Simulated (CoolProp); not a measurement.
The fluid at 326.73 K and 5.7 MPa is throttled through a valve to 1.02 MPa with no heat exchange. The same conditions are run with several fluids, on thermodynamics alone (safety and materials aside).

Model: reference Helmholtz-energy equation of state of each fluid (R1336mzz(E): Akasaka 2023; R236FA: Pan 2012; cis-2-butene: Lemmon 2005; propylene: Lemmon 2013; carbonyl sulfide: Lemmon 2006), in CoolProp.

Task: Rank R1336mzz(E), R236FA, cis-2-butene, propylene, carbonyl sulfide by temperature change (K), highest first.

Result: cis-2-butene (+1.0), R1336mzz(E) (+0.3), R236FA (+0.1), propylene (-33.5), carbonyl sulfide (-37.5)

```json
[
 {"fluid": "R1336mzz(E)", "final phase": "liquid", "final density (kg/m³)": "1230"},
 {"fluid": "R236FA", "final phase": "liquid", "final density (kg/m³)": "1260"},
 {"fluid": "cis-2-butene", "final phase": "liquid", "final density (kg/m³)": "580"},
 {"fluid": "propylene", "final phase": "two-phase, vapour fraction 0.261", "final density (kg/m³)": "73.6"},
 {"fluid": "carbonyl sulfide", "final phase": "two-phase, vapour fraction 0.205", "final density (kg/m³)": "130"}
]
```
